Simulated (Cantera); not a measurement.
A jet of H₂ : O₂ : N₂ = 0.018 : 0.19 : 0.79 (molar parts), equivalence ratio 0.047 at 300 K and 39.8 Torr hits a platinum plate 6.1 cm away at a mass flux of 0.045 kg/m²/s; the plate temperature is set and raised in steps from an oxygen-covered start.

Cantera simulation using Deutschmann's 1995 Pt surface mechanism with GRI-Mech 3.0 gas chemistry; the numbers are that mechanism's predictions, not measurements. Catalytic surfaces can have several steady states; this one follows from the mechanism file's or the stated starting coverage.

x: mole fraction at the wall; θ: surface coverage.

```tsv
plate T (K)	wall x H₂	wall x O₂	wall x H₂O	wall x OH	θ free Pt	θ O*	θ OH*
600	0.00349	0.175	0.0282	<1e-8	0.0329	0.964	…
650	0.00343	0.175	0.0282	<1e-8	0.0352	0.963	…
700	0.00308	0.175	0.0286	<1e-8	0.0417	0.957	…
750	0.00233	0.174	0.0299	<1e-8	0.0604	0.938	0.00136
800	0.00159	0.173	0.0311	<1e-8	0.0958	0.903	0.00129
```

Task: Fill in the missing entries.

Result: 
- 600, θ OH*: 0.00304
- 650, θ OH*: 0.00206
- 700, θ OH*: 0.00156
